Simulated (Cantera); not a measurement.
A jet of 4.00 % H₂, 5.82 % O₂, 90.2 % N₂, equivalence ratio 0.34 at 300 K and 27.0 Torr hits a platinum plate 2.2 cm away at a mass flux of 0.03 kg/m²/s; the plate temperature is set and raised in steps from an oxygen-covered start.

Detailed kinetics in Cantera: Deutschmann's 1995 Pt surface mechanism with GRI-Mech 3.0 gas chemistry. Catalytic surfaces can have several steady states; this one follows from the mechanism file's or the stated starting coverage.

x: mole fraction at the wall; θ: surface coverage.

```csv
plate T (K),wall x H₂,wall x O₂,wall x H₂O,wall x OH,θ free Pt,θ O*,θ OH*
600,0.00264,0.0189,0.0712,<1e-8,0.229,0.762,0.00918
650,0.00265,0.0191,0.0707,<1e-8,0.239,0.754,0.00611
700,0.00265,0.0191,0.0703,<1e-8,0.250,0.745,[?]
750,0.00263,0.0192,0.0700,<1e-8,0.264,0.733,0.00317
800,0.00251,0.0191,0.0699,<1e-8,0.289,0.708,0.00245
850,[?],0.0189,0.0701,[?],[?],0.665,[?]
```

Q: Fill in the missing entries.

A: 
- 700, θ OH*: 0.00429
- 850, wall x H₂: 0.00228
- 850, wall x OH: 1.70e-8
- 850, θ free Pt: 0.333
- 850, θ OH*: 0.00198
